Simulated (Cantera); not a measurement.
Charge: 1 mol CaCl₂, 0.31 mol H₂, equilibrated at 1323 K and 750 Torr.

Method: chemical equilibrium by Gibbs-energy minimisation in Cantera with the NASA 1993 tables (ideal gas, pure condensed phases). Candidate condensed phases: Ca, CaCl₂; 9 gas species. Equilibrium is a limit: real reactors are often held back by kinetics, nucleation or transport.

Base state: H₂ 1.000, CaCl₂ 8.94e-5 (mole fractions); condensed: CaCl₂(l).

Task: What changes in the equilibrium state with this change: pressure from 750 Torr to 0.00638 Torr?

Result: 
| species | before | after |
|---|---|---|
| CaCl₂ | 8.94e-5 | 0.760 |
| H₂ | 1.000 | 0.235 |
| HCl | 2.92e-6 | 0.00256 |
| CaCl | 1.27e-6 | 0.00206 |
| Ca | 8.26e-7 | 0.000253 |
| H | 1.59e-6 | 0.000264 |
| CaCl₂(l), mol | 1.000 | 0 |

Task: What changes in the equilibrium state with this change: temperature from 1323 K to 2175 K?

Result: 
| species | before | after |
|---|---|---|
| CaCl₂ | 8.94e-5 | 0.744 |
| H₂ | 1.000 | 0.227 |
| HCl | 2.92e-6 | 0.0140 |
| CaCl | 1.27e-6 | 0.0127 |
| Cl | <1e-9 | 0.000104 |
| H | 1.59e-6 | 0.00232 |
| CaCl₂(l), mol | 1.000 | 0 |
